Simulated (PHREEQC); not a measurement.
0.084 g of hydrous ferric oxide (600 m²/g; 0.2 weak and 0.005 strong sites per Fe, Dzombak-Morel constants, diffuse double layer) in 1 kg of water with 0.005 mol/kgw of an inert sodium salt and 0.049 mmol/kgw BaCl2 and 0.0018 mmol/kgw ZnCl2, at 25 °C; the pH is set by adding NaOH or the inert anion's acid. O2 is buffered at 0.21 atm. The system is closed to CO2. Precipitation was switched off in this run.

The series has 13 steps of pH, from 3 to 11.

Model: ion-association model, wateq4f.dat, run in PHREEQC.

Near which pH is half of the Ba sorbed, and on which side is more sorbed?

Near pH 9.9, with more sorbed at higher pH.

Near which pH is half of the Zn sorbed, and on which side is more sorbed?

Near pH 6.3, with more sorbed at higher pH.

The oxide is taken as insoluble; below pH 4 it would dissolve.
